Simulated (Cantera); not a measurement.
A closed system holds: 1 mol C2H4, 0.52 mol NH3, 5.1 mol N2, at 2098.15 K and 4300 Pa.

Equilibrium computed with Cantera from the NASA thermochemical tables; the gas is ideal and each condensed phase is pure. Candidate condensed phases: C, C6H6, C7H8, C8H18; 92 gas species. The numbers say what is thermodynamically allowed, not how fast it happens.

Base state: N2 0.650, H2 0.330, HCN 0.00987, H 0.00853, HNC 0.000665, C2H2 (acetylene) 0.000472 (mole fractions); condensed: C(graphite).

Q: What changes in the equilibrium state with this change: pressure from 4300 Pa to 2400000 Pa?

A: 
```tsv
species	before	after
N2	0.650	0.654
H2	0.330	0.334
HCN	0.00987	0.00995
H	0.00853	0.000363
C2H4	2.67e-8	1.53e-5
CH4	1.55e-6	0.000887
NH3	1.13e-7	6.43e-5
CH3CN	1.88e-8	1.07e-5
C(graphite), mol	1.91	1.90
```
